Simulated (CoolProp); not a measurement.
Model: reference Helmholtz-energy equation of state, Akasaka 2020, in CoolProp.

Problem. For R1123, give the phase and the cp (kJ/(kg K)), cv (kJ/(kg K)), speed of sound (m/s), isothermal compressibility (1/MPa) at 76.55 °C and 9.33 MPa; 76.55 °C and 10.7 MPa; 76.55 °C and 18.7 MPa.

Solution. 
- 76.55 °C and 9.33 MPa: supercritical; cp 2.07, cv 0.944, speed of sound 244, isothermal compressibility 0.0478
- 76.55 °C and 10.7 MPa: supercritical; cp 1.87, cv 0.932, speed of sound 277, isothermal compressibility 0.0321
- 76.55 °C and 18.7 MPa: supercritical; cp 1.53, cv 0.913, speed of sound 399, isothermal compressibility 0.0112
